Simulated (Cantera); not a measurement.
# Moist CO burnout

An isothermal, constant-pressure homogeneous reactor starts with 0.557 % CO, 3.02 % O₂, 2.08 % H₂O, 94.3 % N₂, equivalence ratio 0.092, at 1050 K and 750 Torr.

Detailed kinetics in Cantera: GRI-Mech 3.0 (53 species, 325 reactions).

```json
[
 {"t (s)": "0.000200", "x CO": "0.00557", "x O₂": "0.0302", "x H₂O": "0.0208", "x H₂": "<1e-12", "x NO₂": "<1e-12"},
 {"t (s)": "0.000971", "x CO": "0.00557", "x O₂": "0.0302", "x H₂O": "0.0208", "x H₂": "2.19e-11", "x NO₂": "<1e-12"},
 {"t (s)": "0.00472", "x CO": "0.00557", "x O₂": "0.0302", "x H₂O": "0.0208", "x H₂": "4.36e-9", "x NO₂": "<1e-12"},
 {"t (s)": "0.0229", "x CO": "0.00439", "x O₂": "0.0296", "x H₂O": "0.0207", "x H₂": "3.31e-5", "x NO₂": "2.00e-11"},
 {"t (s)": "0.111", "x CO": "0.00123", "x O₂": "0.0281", "x H₂O": "0.0208", "x H₂": "1.06e-5", "x NO₂": "2.19e-10"},
 {"t (s)": "0.540", "x CO": "0.000102", "x O₂": "0.0275", "x H₂O": "0.0208", "x H₂": "6.23e-7", "x NO₂": "7.57e-10"},
 {"t (s)": "2.62", "x CO": "2.09e-6", "x O₂": "0.0275", "x H₂O": "0.0208", "x H₂": "1.17e-8", "x NO₂": "3.65e-10"},
 {"t (s)": "12.7", "x CO": "7.36e-9", "x O₂": "0.0275", "x H₂O": "0.0208", "x H₂": "1.22e-10", "x NO₂": "2.44e-11"},
 {"t (s)": "61.8", "x CO": "1.23e-11", "x O₂": "0.0275", "x H₂O": "0.0208", "x H₂": "5.35e-11", "x NO₂": "2.38e-11"},
 {"t (s)": "300", "x CO": "1.05e-11", "x O₂": "0.0275", "x H₂O": "0.0208", "x H₂": "4.60e-11", "x NO₂": "3.04e-11"}
]
```
x: mole fraction; the columns are a selection and need not sum to one.

Equilibrium at this temperature and pressure: CO 1.04e-11, O₂ 0.0275, H₂O 0.0208, H₂ 4.57e-11, NO₂ 2.93e-7 (gas phase only).
